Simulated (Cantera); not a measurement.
## Boron, boron nitride and boron oxide: BCl3 + N2 + H2O

Charge: 1 mol BCl3, 2.8 mol N2, 2.9 mol H2O, equilibrated at 0.100 bar.

Method: chemical equilibrium by Gibbs-energy minimisation in Cantera with the NASA 1993 tables (ideal gas, pure condensed phases). Candidate condensed phases: B, BN, B2O3, B3O3H3, H2O, NH4Cl; 49 gas species. The tables' values for BOCl are old estimates; treat these amounts as uncertain. Equilibrium is a limit: real reactors are often held back by kinetics, nucleation or transport.

From 1525 °C to 2125 °C nothing is condensed. The main B-bearing gas is HBO2 throughout.

```json
[
 {"T (°C)": "1525", "log p HCl": "-1.42", "log p N2": "-1.44", "log p H2O": "-1.90", "log p HBO2": "-1.95", "log p Cl": "-3.24", "log p H2": "-3.50", "log p B2O3": "-3.12"},
 {"T (°C)": "1625", "log p HCl": "-1.42", "log p N2": "-1.44", "log p H2O": "-1.90", "log p HBO2": "-1.96", "log p Cl": "-3.02", "log p H2": "-3.27", "log p B2O3": "-3.07"},
 {"T (°C)": "1725", "log p HCl": "-1.43", "log p N2": "-1.44", "log p H2O": "-1.90", "log p HBO2": "-1.97", "log p Cl": "-2.82", "log p H2": "-3.07", "log p B2O3": "-3.02"},
 {"T (°C)": "1825", "log p HCl": "-1.44", "log p N2": "-1.45", "log p H2O": "-1.90", "log p HBO2": "-1.98", "log p Cl": "-2.65", "log p H2": "-2.89", "log p B2O3": "-2.98"},
 {"T (°C)": "1925", "log p HCl": "-1.46", "log p N2": "-1.45", "log p H2O": "-1.90", "log p HBO2": "-2.00", "log p Cl": "-2.49", "log p H2": "-2.73", "log p B2O3": "-2.95"},
 {"T (°C)": "2025", "log p HCl": "-1.48", "log p N2": "-1.45", "log p H2O": "-1.91", "log p HBO2": "-2.02", "log p Cl": "-2.35", "log p H2": "-2.59", "log p B2O3": "-2.93"},
 {"T (°C)": "2125", "log p HCl": "-1.51", "log p N2": "-1.46", "log p H2O": "-1.93", "log p HBO2": "-2.05", "log p Cl": "-2.23", "log p H2": "-2.46", "log p B2O3": "-2.92"}
]
```
log p: log10 of the partial pressure in bar; nothing condenses.
